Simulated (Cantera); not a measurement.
Transport properties of process gases

Gas mixture: 100 % NO, at 1330 Pa, frozen composition.

Cantera's kinetic-theory transport with the Lennard-Jones parameters of GRI-Mech 3.0, ideal gas; thermal conductivity in the multicomponent form. The composition is frozen, though it would react at the higher temperatures.

```tsv
T (K)	ρ (kg/m³)	cp (J/kg/K)	μ (µPa s)	λ (mW/m/K)	Pr	D (cm²/s) H	D (cm²/s) NO	D (cm²/s) CH₄
400	0.0120	998.6	23.1	32.5	0.711	154	10100	28.0
650	0.00740	1054	32.3	48.1	0.708	356	23800	64.6
900	0.00535	1114	40.1	63.1	0.707	617	41500	112
1150	0.00418	1153	47.0	76.7	0.707	930	62700	169
1400	0.00344	1181	53.4	89.3	0.707	1290	87200	234
1650	0.00292	1202	59.4	101	0.706	1700	115000	307
```
D: mixture-averaged diffusion coefficient of that species in the mixture.
